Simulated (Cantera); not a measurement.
Feed: 1 mol trisilylamine, 13 mol N2, at 58.0 Pa.

These are equilibrium values from Cantera (NASA tables, ideal gas, pure condensed phases), not measurements of a reactor. Candidate condensed phases: Si, Si3N4; 18 gas species. The feed counts by its element totals alone. The tables' values for SiN are old estimates; treat these amounts as uncertain. Equilibrium is a limit: real reactors are often held back by kinetics, nucleation or transport. All values below are at 1725 K.

Base state: N2 0.747, H2 0.247, H 0.00383, Si 0.00175, Si2N 3.56e-5, SiH 2.99e-5, SiN 2.03e-5 (mole fractions); condensed: Si(l).

What changes in the equilibrium state with this change: trisilylamine replaced by SiF4?


```json
[
 {"species": "N2", "before": "0.747", "after": "0.928"},
 {"species": "SiF4", "before": "0", "after": "0.0713"},
 {"species": "F", "before": "0", "after": "0.000106"},
 {"species": "H2", "before": "0.247", "after": "0"},
 {"species": "H", "before": "0.00383", "after": "0"},
 {"species": "Si", "before": "0.00175", "after": "<1e-9"},
 {"species": "Si(l), mol", "before": "2.97", "after": "0"}
]
```
The tables' values for SiF3 are old estimates; treat these amounts as uncertain.
